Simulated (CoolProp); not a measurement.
Vapour-liquid equilibrium of toluene (1) + m-xylene (2) at 486 K; x and y are mole fractions of (1).

Values from CoolProp's multi-fluid Helmholtz-energy mixture model, Lemmon 2006 and Zhou 2012; pair parameters Bell 2016.

### Question
Give the bubble pressure and the first vapour's composition at x = 0.05, 0.2, 0.8. Is there an azeotrope?

### Answer
x = 0.05: 5.436 bar, y = 0.081; x = 0.2: 6.086 bar, y = 0.296; x = 0.8: 8.614 bar, y = 0.859. No azeotrope shows between x = 0.05 and 0.95.

Pair parameters are fitted to limited data, so mixtures are less certain than the pure fluids.
